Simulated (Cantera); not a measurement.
Feed: 1 mol Al, 4.9 mol NH3, 120 mol N2, equilibrated at 1473.15 K and 750 Pa.

Equilibrium computed with Cantera from the NASA thermochemical tables; the gas is ideal and each condensed phase is pure. Candidate condensed phases: Al, AlN; 13 gas species. Rates play no part.

Base state: N2 0.943, H2 0.0568, H 3.49e-5 (mole fractions); condensed: AlN(s).

Question: What changes in the equilibrium state with this change: temperature from 1473.15 K to 1850 K?

Answer: 
```csv
species,before,after
N2,0.943,0.941
H2,0.0568,0.0559
Al,3.86e-8,0.00150
H,3.49e-5,0.00147
AlH,1.07e-9,1.22e-5
"AlN(s), mol",1.000,0.804
```

Question: What changes in the equilibrium state with this change: NH3 from 4.9 to 15 mol?

Answer: 
| species | before | after |
|---|---|---|
| N2 | 0.943 | 0.849 |
| H2 | 0.0568 | 0.150 |
| H | 3.49e-5 | 5.68e-5 |
| AlN(s), mol | 1.000 | 1.000 |
